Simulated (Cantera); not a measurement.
Input: 1 mol borazine, 2 mol O2, 81 mol H2, held at 1248 K.

Method: chemical equilibrium by Gibbs-energy minimisation in Cantera with the NASA 1993 tables (ideal gas, pure condensed phases). Candidate condensed phases: B, BN, B2O3, B3O3H3, H2O; 39 gas species. The feed counts by its element totals alone. Mutual solubility and eutectic melting of coexisting phases are not modelled. Gases not in the tables: H3BO3. The numbers say what is thermodynamically allowed, not how fast it happens.

log p: log10 of the partial pressure in bar; n: condensed amount in mol.

| P (Pa) | log p H2 | log p N2 | log p H2O | log p HBO2 | log p HBO | n BN(s) | n B2O3(l) |
|---|---|---|---|---|---|---|---|
| 10 | -4.01 | -5.81 | -8.00 | -6.80 | -6.88 | 0.345 | 1.17 |
| 32 | -3.50 | -5.30 | -7.33 | -6.46 | -6.71 | 0.355 | 1.24 |
| 100 | -3.01 | -4.81 | -6.67 | -6.13 | -6.55 | 0.358 | 1.27 |
| 320 | -2.50 | -4.31 | -6.00 | -5.79 | -6.38 | 0.362 | 1.29 |
| 1000 | [?] | [?] | [?] | [?] | [?] | 0.368 | 1.30 |
| 3200 | [?] | [?] | [?] | [?] | [?] | 0.378 | 1.30 |
| 10000 | -1.01 | -2.82 | -4.01 | -4.80 | -5.88 | 0.394 | 1.30 |
| 32000 | -0.50 | -2.32 | -3.33 | -4.46 | -5.71 | 0.419 | 1.29 |
| 100000 | -0.01 | -1.83 | -2.68 | -4.13 | -5.55 | 0.455 | 1.27 |

Question: Fill in the missing entries.

Answer: 
- 1000, log p H2: -2.01
- 1000, log p N2: -3.81
- 1000, log p H2O: -5.34
- 1000, log p HBO2: -5.46
- 1000, log p HBO: -6.22
- 3200, log p H2: -1.50
- 3200, log p N2: -3.31
- 3200, log p H2O: -4.66
- 3200, log p HBO2: -5.13
- 3200, log p HBO: -6.05
